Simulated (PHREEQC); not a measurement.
Acid rinse or clean (model solution)

A solution holds 0.3 mol H2SO4, 0.14 mol CaCl2 and 0.0049 mol CuCl2 per kg of water, at 20 °C. Closed to the air; pH follows from the charge balance.

All values are PHREEQC results (ion-association model, wateq4f.dat), not measurements.

No solid was allowed to form.

Task: Predict the pH.

Result: pH 0.58.

Task: In which forms is S present?

Result: HSO4- 69 %, CaHSO4+ 14 %, SO4-2 10 %, CaSO4 6.2 % of the S.

Examples of supersaturated solids here: Gypsum. Others may be too.
